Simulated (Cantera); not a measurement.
What does this Cantera script print?

```python
import numpy as np
import cantera as ct

gas_names = """
    CL CL2 H HCL H2 Si SiCL SiCL2 SiCL3 SiCL4 SiH SiHCL3 SiH2 SiH2CL2 SiH3 SiH3CL SiH4 Si2 Si3
""".split()
cond_names = """
    Si(cr) Si(L)
""".split()


# ... load() reads the species with a 1 bar reference pressure and builds the phases ...
atoms = {
    'SiCl4': {'Si': 1, 'CL': 4},
    'H2': {'H': 2},
}
top_T = {}  # K; cautious upper limits of use, not melting points


# ... equilibrate(T, P, feed) seeds the gas with the atoms and calls Mixture.equilibrate('TP', solver="vcs", rtol=1e-11, max_steps=5000) ...
results = []
feed = {'SiCl4': 1, 'H2': 0.52}  # mol
T = 675  # K
P = 10000  # Pa
mix = equilibrate(T, P, feed)
results.append((T, P, feed, dict(zip(mix.species_names, mix.species_moles))))
print(gas.report(threshold=1e-05))
for i in range(1, mix.n_phases):
    print(f"{mix.phase(i).name:16s} {mix.phase_moles(i):12.5e} mol")
```

It prints:

```
       temperature   675 K
          pressure   10000 Pa
           density   0.20038 kg/m^3
  mean mol. weight   112.46 kg/kmol
   phase of matter   gas

                          1 kg             1 kmol
                     ---------------   ---------------
          enthalpy       -3.6221e+06       -4.0732e+08  J
   internal energy        -3.672e+06       -4.1294e+08  J
           entropy              3099         3.485e+05  J/K
    Gibbs function       -5.7139e+06       -6.4256e+08  J
 heat capacity c_p            695.63             78227  J/K
 heat capacity c_v            621.69             69913  J/K

                      mass frac. Y      mole frac. X     chem. pot. / RT
                     ---------------   ---------------   ---------------
               HCL         0.0017416         0.0053719           -47.365
                H2         0.0060366           0.33673           -20.017
             SiCL4           0.98576           0.65253           -163.62
            SiHCL3         0.0064621         0.0053654           -136.27
     [  +15 minor]        3.6696e-06        3.7495e-06

Si(cr)            0.00000e+00 mol
```

Method: chemical equilibrium by Gibbs-energy minimisation in Cantera with the NASA 1993 tables (ideal gas, pure condensed phases).
